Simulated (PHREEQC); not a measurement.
PHREEQC input (ion-association model, phreeqc.dat):

```
SOLUTION 1
  temp 25
  units mol/kgw
  pH 7 charge
  K 0.15
END
SELECTED_OUTPUT 1
  -reset false
  -pH true
  -pe true
  -ionic_strength true
  -water true
  -totals K Ntg
  -molalities H+ K+ OH-
USER_PUNCH 1
  -headings p_Ntg(g) phi_Ntg(g) p_H2O(g) phi_H2O(g) density
  10 PUNCH PR_P("Ntg(g)"), PR_PHI("Ntg(g)"), PR_P("H2O(g)"), PR_PHI("H2O(g)"), RHO
PRINT
  -reset false
USE solution 1
REACTION_TEMPERATURE 1
  50
GAS_PHASE 1
  -fixed_pressure
  -pressure 2
  -temperature 50
  -volume 20
  Ntg(g) 2
  H2O(g) 0
END
# ... the last block is repeated for the other 12 points of P (atm)
```

Selected output (columns that matter, 13 of 13 rows; P (atm) added in front):

```
P (atm)	pH	mu	K	Ntg	m_K+	m_OH-	p_Ntg(g)	phi_Ntg(g)	p_H2O(g)	phi_H2O(g)	density
2	12.298	0.15026	0.15026	0.00093321	0.15026	0.15026	1.8784	0.99962	0.12165	0.99333	0.99541
5	12.297	0.15026	0.15026	0.0024134	0.15026	0.15026	4.8773	0.99891	0.12268	0.98703	0.99554
10	12.295	0.15026	0.15026	0.0048547	0.15026	0.15026	9.8756	0.99785	0.12439	0.97677	0.99576
20	12.292	0.15026	0.15026	0.0096432	0.15026	0.15026	19.872	0.99596	0.12783	0.9569	0.99619
30	12.288	0.15027	0.15027	0.014312	0.15027	0.15027	29.869	0.99435	0.13132	0.93787	0.99662
40	12.285	0.15028	0.15028	0.018866	0.15028	0.15028	39.865	0.99302	0.13483	0.91966	0.99704
50	12.281	0.15029	0.15028	0.023313	0.15028	0.15028	49.862	0.99194	0.13836	0.90224	0.99747
75	12.273	0.1503	0.1503	0.03399	0.1503	0.1503	74.853	0.99038	0.14729	0.86201	0.99854
100	12.264	0.15032	0.15032	0.044101	0.15032	0.15032	99.844	0.99032	0.15629	0.82621	0.9996
150	12.247	0.15035	0.15035	0.062877	0.15035	0.15035	149.83	0.99435	0.17429	0.76626	1.0017
200	12.23	0.15038	0.15038	0.080063	0.15038	0.15038	199.81	1.0033	0.19201	0.71931	1.0038
300	12.196	0.15042	0.15042	0.11082	0.15042	0.15042	299.77	1.0337	0.22573	0.65412	1.0079
400	12.162	0.15044	0.15044	0.138	0.15044	0.15044	399.74	1.0781	0.25655	0.615	1.012
```

Complexes and solids missing from the database can't appear. Away from 25 °C the constants follow the database's enthalpies or fits; those with neither stay at their 25 °C values.
